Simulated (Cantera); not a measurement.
What does this Cantera script print?

```python
import numpy as np
import cantera as ct

gas_names = """
    C CN C2 CCN CNC C2N2 C3 C4 C4N2 C5 N N2 Si SiC SiC2 SiN Si2 Si2C Si2N Si3
""".split()
cond_names = """
    C(gr) Si(cr) Si(L) SiC(b) Si3N4(a)
""".split()


def load(file, names, dense=False):
    # The tables refer to 1 bar. Condensed volumes are neglected.
    table = {s.name: s for s in ct.Species.list_from_file(file)}
    out = []
    for n in names:
        d = dict(table[n].input_data)
        d["thermo"] = dict(d["thermo"], **{"reference-pressure": 1e5})
        if dense:
            d["equation-of-state"] = {"model": "constant-volume", "density": "1e6 g/cm^3"}
        out.append(ct.Species.from_dict(d))
    return out


gas = ct.Solution(thermo="ideal-gas", species=load("nasa_gas.yaml", gas_names))
cond = {s.name: ct.Solution(thermo="fixed-stoichiometry", species=[s], name=s.name)
        for s in load("nasa_condensed.yaml", cond_names, dense=True)}
atoms = {
    'Si3N4': {'Si': 3, 'N': 4},
    'C': {'C': 1},
    'N2': {'N': 2},
    'Si': {'Si': 1},
}
top_T = {'C(gr)': 4500, 'SiC(b)': 3050, 'Si3N4(a)': 2400}  # K; cautious upper limits of use, not melting points


def equilibrate(T, P, feed):
    n = {}
    for name, mol in feed.items():
        for a, k in atoms[name].items():
            n[a] = n.get(a, 0.0) + k * mol
    gas.TPX = T, P, n
    mass = sum(n.values()) * gas.mean_molecular_weight
    gas.equilibrate("TP")
    valid = [c for c in cond.values() if c.min_temp <= T <= top_T.get(c.name, c.max_temp)]
    mix = ct.Mixture([(gas, mass / gas.mean_molecular_weight)] + [(c, 0.0) for c in valid])
    mix.T, mix.P = T, P
    mix.equilibrate("TP", solver="vcs", rtol=1e-11, max_steps=5000)
    return mix


results = []
feed = {'Si3N4': 1, 'C': 0.01, 'N2': 9.2, 'Si': 0.2}  # mol
P = 133.322  # Pa
for T in [1823, 2023, 2223, 2423, 2623, 2823, 3023]:
    mix = equilibrate(T, P, feed)
    results.append((T, P, feed, dict(zip(mix.species_names, mix.species_moles))))

top = {s: max(r[3][s] / sum(r[3][g] for g in gas_names) for r in results) for s in gas_names}
cols = sorted((s for s in top if top[s] > 1e-06), key=lambda s: -top[s])[:9]
seen = [c for c in cond_names if any(r[3].get(c, 0) > 1e-12 for r in results)]
print("log10 of partial pressures in bar; condensed amounts in mol")
print(f"{'T/K':>10s}" + "".join(f"{s[:9]:>10s}" for s in cols + seen))
for T, P, feed, n in results:
    ng = sum(n[g] for g in gas_names)
    print(f"{T:10.4g}" + "".join(f"{np.log10(max(n[s] / ng * P / 1e5, 1e-99)):10.3f}" for s in cols)
          + "".join(f"{n.get(c, 0):10.4g}" for c in seen))
```

Result:

```
log10 of partial pressures in bar; condensed amounts in mol
       T/K        N2        Si       Si2       SiN      Si2C      Si2N        CN         N       Si3     Si(L)    SiC(b)
      1823    -2.877    -5.355    -7.544    -7.176    -7.276    -6.980   -10.362   -11.700    -8.172     3.149  0.009552
      2023    -2.895    -4.245    -6.206    -6.300    -5.948    -6.191    -8.974   -10.350    -6.879      2.65         0
      2223    -2.983    -3.544    -5.528    -5.828    -6.035    -6.000    -8.629    -9.278    -6.448         0         0
      2423    -2.984    -3.534    -6.111    -5.971    -6.156    -6.952    -7.203    -8.346    -7.813         0         0
      2623    -2.984    -3.531    -6.617    -6.097    -6.729    -7.771    -6.454    -7.555    -8.987         0         0
      2823    -2.985    -3.530    -7.056    -6.205    -7.616    -8.477    -6.201    -6.875   -10.001         0         0
      3023    -2.985    -3.529    -7.439    -6.300    -8.634    -9.092    -6.228    -6.285   -10.883         0         0
```

These are equilibrium values from Cantera (NASA tables, ideal gas, pure condensed phases), not measurements of a reactor. Mutual solubility and eutectic melting of coexisting phases are not modelled. The tables' values for SiN are old estimates; treat these amounts as uncertain.
